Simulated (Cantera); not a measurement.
What does this Cantera script print?

```python
import numpy as np
import cantera as ct

gas = ct.Solution("gri30.yaml", transport_model="mixture-averaged")
show = ['NH3', 'O', 'N2']

rows = []
print(f"{'T/K':>7s}{'rho':>11s}{'cp':>10s}{'mu':>11s}{'lambda':>11s}{'Pr':>7s}" + "".join(f"{'D_' + s:>11s}" for s in show))
for T in [400, 500, 600, 700, 800, 900, 1000, 1100]:
    gas.TPX = T, 13332, {'CO2': 0.78, 'NH3': 0.93}
    Pr = gas.cp_mass * gas.viscosity / gas.thermal_conductivity
    D = [gas.mix_diff_coeffs_mole[gas.species_index(s)] for s in show]
    rows.append([gas.density, gas.cp_mass, gas.viscosity, gas.thermal_conductivity, Pr, *D])
    print(f"{T:7g}{gas.density:11.4e}{gas.cp_mass:10.1f}{gas.viscosity:11.4e}"
          f"{gas.thermal_conductivity:11.4e}{Pr:7.3f}" + "".join(f"{d:11.4e}" for d in D))
print("SI units: kg/m3, J/kg/K, Pa s, W/m/K, m2/s")
```

Output:

```
    T/K        rho        cp         mu     lambda     Pr      D_NH3        D_O       D_N2
    400 1.1760e-01    1358.3 1.7463e-05 3.4332e-02  0.691 2.1320e-04 3.8507e-04 2.4244e-04
    500 9.4081e-02    1472.3 2.1488e-05 4.5902e-02  0.689 3.2923e-04 5.7352e-04 3.6288e-04
    600 7.8401e-02    1576.8 2.5286e-05 5.7963e-02  0.688 4.6580e-04 7.8956e-04 5.0129e-04
    700 6.7201e-02    1669.1 2.8874e-05 7.0255e-02  0.686 6.2113e-04 1.0312e-03 6.5632e-04
    800 5.8801e-02    1749.8 3.2275e-05 8.2606e-02  0.684 7.9381e-04 1.2968e-03 8.2691e-04
    900 5.2267e-02    1822.1 3.5509e-05 9.4907e-02  0.682 9.8272e-04 1.5851e-03 1.0122e-03
   1000 4.7041e-02    1892.6 3.8595e-05 1.0709e-01  0.682 1.1869e-03 1.8952e-03 1.2116e-03
   1100 4.2764e-02    1951.8 4.1551e-05 1.1910e-01  0.681 1.4056e-03 2.2262e-03 1.4244e-03
SI units: kg/m3, J/kg/K, Pa s, W/m/K, m2/s
```

Model: GRI-Mech 3.0 (53 species, 325 reactions), integrated in Cantera. Polar gases are described roughly by these parameters. The composition is frozen, though it would react at the higher temperatures.
